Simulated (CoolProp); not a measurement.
Saturated liquid density (kg/m³) of CH3F (R41): the reference equation beside estimates from Tc = 317.3 K, pc = 5.906 MPa, ω = 0.200.

Computed with CoolProp (reference Helmholtz-energy equation of state, Lemmon 2006). It is a short technical equation, of lower accuracy than the large ones.

```json
[
 {"T (K)": "190.5", "reference": "890.1", "van der Waals": "…", "Redlich-Kwong": "691.2", "Peng-Robinson": "797.2"},
 {"T (K)": "196.2", "reference": "878.2", "van der Waals": "…", "Redlich-Kwong": "681.1", "Peng-Robinson": "787.3"},
 {"T (K)": "202", "reference": "865.9", "van der Waals": "457.6", "Redlich-Kwong": "670.5", "Peng-Robinson": "…"},
 {"T (K)": "207.7", "reference": "853.6", "van der Waals": "451.4", "Redlich-Kwong": "659.6", "Peng-Robinson": "765.7"},
 {"T (K)": "213.5", "reference": "…", "van der Waals": "…", "Redlich-Kwong": "648.2", "Peng-Robinson": "754.0"},
 {"T (K)": "219.3", "reference": "827.5", "van der Waals": "438.2", "Redlich-Kwong": "636.4", "Peng-Robinson": "741.7"},
 {"T (K)": "225", "reference": "814.1", "van der Waals": "431.4", "Redlich-Kwong": "624.3", "Peng-Robinson": "729.1"},
 {"T (K)": "230.8", "reference": "…", "van der Waals": "424.2", "Redlich-Kwong": "611.5", "Peng-Robinson": "715.5"}
]
```

Problem. What belongs in the gaps?

Solution. 
- 190.5, van der Waals: 469.5
- 196.2, van der Waals: 463.7
- 202, Peng-Robinson: 776.6
- 213.5, reference: 840.7
- 213.5, van der Waals: 444.9
- 230.8, reference: 800.1

Absolute difference from the reference over all 8 rows, mean and median: van der Waals 47.1 and 47.1 %, Redlich-Kwong 22.9 and 22.8 %, Peng-Robinson 10.4 and 10.4 %.
